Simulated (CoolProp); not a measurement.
Properties of 1,2-dichloroethane along the isobar 3.81 MPa.

Computed with CoolProp (reference Helmholtz-energy equation of state, Thol 2015).

| T (K) | phase | density (kg/m³) | cp (kJ/(kg K)) | cv (kJ/(kg K)) |
|---|---|---|---|---|
| 279 | liquid | 1276 | 1.288 | 0.9039 |
| 286.1 | liquid | 1266 | 1.291 | 0.9041 |
| 293.2 | liquid | 1256 | 1.296 | 0.9048 |
| 300.3 | liquid | 1246 | 1.300 | 0.9060 |
| 307.4 | liquid | 1236 | 1.306 | 0.9077 |
| 314.6 | liquid | 1226 | 1.312 | 0.9097 |
| 321.7 | liquid | 1215 | 1.318 | 0.9120 |
| 328.8 | liquid | 1205 | 1.325 | 0.9146 |
| 335.9 | liquid | 1194 | 1.333 | 0.9175 |
| 343 | liquid | 1183 | 1.341 | 0.9207 |
